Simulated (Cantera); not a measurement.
An isothermal, constant-pressure homogeneous reactor starts with C2H6 : N2 = 1 : 5.8 (molar parts), at 1498 K and 2670 Pa.

Computed with Cantera and GRI-Mech 3.0 (53 species, 325 reactions). GRI-Mech 3.0 stops at C3 and has no aromatics, soot or wall deposition, so with more carbon than oxygen in the feed, carbon stays in small species such as C2H2 where larger ones or solid carbon would form. Radical loss at walls, strong at low pressure, is not modelled.

One state of this run: x C2H6 = 0.00152; x C2H4 = 0.0520; x H = 0.000167; x C2H = 1.21e-7; x C2H2 = 0.0458. x: mole fraction; the columns are a selection and need not sum to one.

Which value of t (s) does it belong to?
(A) 0.00808
(B) 0.683
(C) 0.00385
(D) 0.0355

A, 0.00808
